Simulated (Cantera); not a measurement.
**B₂O₃ + H₂O + N₂ (boron, boron nitride and boron oxide)**

A closed system holds: 1 mol B₂O₃, 3.7 mol H₂O, a varied amount of N₂, held at 1673.15 K and 13300 Pa.

These are equilibrium values from Cantera (NASA tables, ideal gas, pure condensed phases), not measurements of a reactor. Candidate condensed phases: B, BN, B₂O₃, B₃O₃H₃, H₂O; 39 gas species. Gases not in the tables: H₃BO₃. The numbers say what is thermodynamically allowed, not how fast it happens.

```json
[
 {"n(N₂) (mol)": "18", "x N₂": "0.793", "x H₂O": "0.122", "x HBO₂": "0.0817", "x B₂O₃": "0.00311", "x H₂": "0.000426"},
 {"n(N₂) (mol)": "22", "x N₂": "0.824", "x H₂O": "0.103", "x HBO₂": "0.0695", "x B₂O₃": "0.00264", "x H₂": "0.000384"},
 {"n(N₂) (mol)": "26", "x N₂": "0.847", "x H₂O": "0.0899", "x HBO₂": "0.0604", "x B₂O₃": "0.00230", "x H₂": "0.000351"},
 {"n(N₂) (mol)": "32", "x N₂": "0.872", "x H₂O": "0.0752", "x HBO₂": "0.0506", "x B₂O₃": "0.00192", "x H₂": "0.000313"},
 {"n(N₂) (mol)": "38", "x N₂": "0.890", "x H₂O": "0.0646", "x HBO₂": "0.0435", "x B₂O₃": "0.00165", "x H₂": "0.000284"},
 {"n(N₂) (mol)": "47", "x N₂": "0.909", "x H₂O": "0.0533", "x HBO₂": "0.0359", "x B₂O₃": "0.00137", "x H₂": "0.000252"},
 {"n(N₂) (mol)": "57", "x N₂": "0.924", "x H₂O": "0.0447", "x HBO₂": "0.0301", "x B₂O₃": "0.00115", "x H₂": "0.000225"},
 {"n(N₂) (mol)": "69", "x N₂": "0.936", "x H₂O": "0.0374", "x HBO₂": "0.0252", "x B₂O₃": "0.000960", "x H₂": "0.000201"},
 {"n(N₂) (mol)": "83", "x N₂": "0.946", "x H₂O": "0.0314", "x HBO₂": "0.0212", "x B₂O₃": "0.000807", "x H₂": "0.000180"},
 {"n(N₂) (mol)": "100", "x N₂": "0.955", "x H₂O": "0.0263", "x HBO₂": "0.0177", "x B₂O₃": "0.000676", "x H₂": "0.000161"},
 {"n(N₂) (mol)": "120", "x N₂": "0.962", "x H₂O": "0.0221", "x HBO₂": "0.0149", "x B₂O₃": "0.000568", "x H₂": "0.000144"},
 {"n(N₂) (mol)": "150", "x N₂": "0.970", "x H₂O": "0.0178", "x HBO₂": "0.0120", "x B₂O₃": "0.000458", "x H₂": "0.000126"}
]
```
x: gas mole fraction; nothing condenses.

From 18 mol N₂ to 150 mol N₂ nothing is condensed.
